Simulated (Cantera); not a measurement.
**Transport properties of process gases**

Gas mixture: C2H4 : CO = 1 : 0.079 (molar parts), at 7500 Torr, frozen composition.

Cantera's kinetic-theory transport with the Lennard-Jones parameters of GRI-Mech 3.0, ideal gas; thermal conductivity in the mixture-averaged form. The composition is frozen, though it would react at the higher temperatures.

```
T (K)  ρ (kg/m³)  cp (J/kg/K)  μ (µPa s)  λ (mW/m/K)     Pr  D (cm²/s) NO  D (cm²/s) H2O  D (cm²/s) H2
-----  ---------  -----------  ---------  ----------  -----  ------------  -------------  ------------
400         8.43         1816       13.8        33.5  0.749        0.0276         0.0298         0.105
500         6.75         2136       16.9        47.7  0.755        0.0410         0.0462         0.154
600         5.62         2423       19.7        62.6  0.762        0.0565         0.0656         0.211
700         4.82         2663       22.3        77.6  0.764        0.0737         0.0877         0.273
800         4.22         2855       24.7        92.5  0.763        0.0927          0.112         0.342
900         3.75         3021       27.0         107  0.761         0.113          0.139         0.416
1000        3.37         3195       29.2         122  0.768         0.135          0.169         0.496
1100        3.07         3330       31.3         136  0.769         0.159          0.200         0.582
1200        2.81         3449       33.3         149  0.769         0.184          0.233         0.672
```
D: mixture-averaged diffusion coefficient of that species in the mixture.
